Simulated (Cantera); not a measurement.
Input: 1 mol V, 15 mol NH3, at 1398 K and 12.0 Pa.

Equilibrium computed with Cantera from the NASA thermochemical tables; the gas is ideal and each condensed phase is pure. Candidate condensed phases: V, VN; 11 gas species. VN: taken at fixed stoichiometry. Condensed phases not in the tables: V2N. Kinetics and transport are ignored.

Base state: H2 0.762, N2 0.237, H 0.000377 (mole fractions); condensed: VN(s).

### Question
What changes in the equilibrium state with this change: temperature from 1398 K to 2600 K?

### Answer
```tsv
species	before	after
H	0.000377	0.783
N2	0.237	0.147
H2	0.762	0.0500
V	1.39e-9	0.0196
N	<1e-9	2.49e-5
VN(s), mol	1.00	0
```
